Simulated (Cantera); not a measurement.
C2H4 + H2 + N2 (carbon deposition, reforming and gasification)

Feed: 1 mol C2H4, 1.5 mol H2, 0.19 mol N2, held at 42.0 Pa.

Cantera equilibrium calculation (NASA polynomials, part measured and part estimated; ideal gas, pure solids and liquids). Candidate condensed phases: C, C6H6, C7H8, C8H18; 92 gas species. Equilibrium is a limit: real reactors are often held back by kinetics, nucleation or transport.

From 623 K to 2623 K the condensed part is C(graphite). The main C-bearing gas is CH4 at 623 K and C3 at 2623 K.

```json
[
 {"T (K)": "623", "x H2": "0.929", "x H": "<1e-12", "x N2": "0.0524", "x CH4": "0.0185", "x C3": "<1e-12", "x HCN": "6.74e-11", "x C2H2 (acetylene)": "<1e-12", "n C(graphite)": "1.93"},
 {"T (K)": "823", "x H2": "0.948", "x H": "3.49e-10", "x N2": "0.0515", "x CH4": "0.000352", "x C3": "<1e-12", "x HCN": "3.63e-8", "x C2H2 (acetylene)": "3.17e-12", "n C(graphite)": "2.00"},
 {"T (K)": "1023", "x H2": "0.948", "x H": "1.97e-7", "x N2": "0.0515", "x CH4": "2.83e-5", "x C3": "<1e-12", "x HCN": "1.64e-6", "x C2H2 (acetylene)": "1.99e-9", "n C(graphite)": "2.00"},
 {"T (K)": "1223", "x H2": "0.948", "x H": "1.43e-5", "x N2": "0.0515", "x CH4": "5.03e-6", "x C3": "<1e-12", "x HCN": "2.11e-5", "x C2H2 (acetylene)": "1.49e-7", "n C(graphite)": "2.00"},
 {"T (K)": "1423", "x H2": "0.948", "x H": "0.000316", "x N2": "0.0514", "x CH4": "1.44e-6", "x C3": "<1e-12", "x HCN": "0.000132", "x C2H2 (acetylene)": "3.26e-6", "n C(graphite)": "2.00"},
 {"T (K)": "1623", "x H2": "0.945", "x H": "0.00328", "x N2": "0.0511", "x CH4": "5.56e-7", "x C3": "<1e-12", "x HCN": "0.000518", "x C2H2 (acetylene)": "3.29e-5", "n C(graphite)": "2.00"},
 {"T (K)": "1823", "x H2": "0.928", "x H": "0.0204", "x N2": "0.0502", "x CH4": "2.58e-7", "x C3": "5.46e-10", "x HCN": "0.00148", "x C2H2 (acetylene)": "0.000196", "n C(graphite)": "1.99"},
 {"T (K)": "2023", "x H2": "0.862", "x H": "0.0860", "x N2": "0.0475", "x CH4": "1.25e-7", "x C3": "1.16e-7", "x HCN": "0.00326", "x C2H2 (acetylene)": "0.000770", "n C(graphite)": "1.98"},
 {"T (K)": "2223", "x H2": "0.690", "x H": "0.260", "x N2": "0.0418", "x CH4": "5.01e-8", "x C3": "9.12e-6", "x HCN": "0.00551", "x C2H2 (acetylene)": "0.00200", "n C(graphite)": "1.96"},
 {"T (K)": "2423", "x H2": "0.405", "x H": "0.550", "x N2": "0.0333", "x CH4": "1.17e-8", "x C3": "0.000343", "x HCN": "0.00674", "x C2H2 (acetylene)": "0.00313", "n C(graphite)": "1.92"},
 {"T (K)": "2623", "x H2": "0.151", "x H": "0.800", "x N2": "0.0258", "x CH4": "1.20e-9", "x C3": "0.00731", "x HCN": "0.00594", "x C2H2 (acetylene)": "0.00268", "n C(graphite)": "1.73"}
]
```
x: gas mole fraction; n: condensed amount in mol.
